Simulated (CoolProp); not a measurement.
Isobutane at several states: density (kg/m³) from the reference equation and from simpler models built on Tc = 134.7 °C, pc = 36.29 bar, ω = 0.184; each cubic takes its own stable root.

Model: reference Helmholtz-energy equation of state, Bücker 2006, in CoolProp.

```csv
T (°C),p (bar),phase,reference
-66.15,74.2,liquid,656.4
112.95,3.24,gas,6.092
220.75,147,supercritical,328.9
135.75,135,supercritical,444.9
134.15,0.603,gas,1.041
1.65,0.226,gas,0.5793
```

**Question.** How far does each simpler model (van der Waals, Redlich-Kwong, Peng-Robinson) lie from the reference over these 6 states: mean and median of the absolute difference, and the worst?

**Answer.** 
- van der Waals: mean 13.0 %, median 7.3 %, worst -36.5 % at -66.15 °C and 74.2 bar
- Redlich-Kwong: mean 3.0 %, median 1.9 %, worst -7.2 % at 135.75 °C and 135 bar
- Peng-Robinson: mean 1.7 %, median 0.7 %, worst +5.5 % at -66.15 °C and 74.2 bar
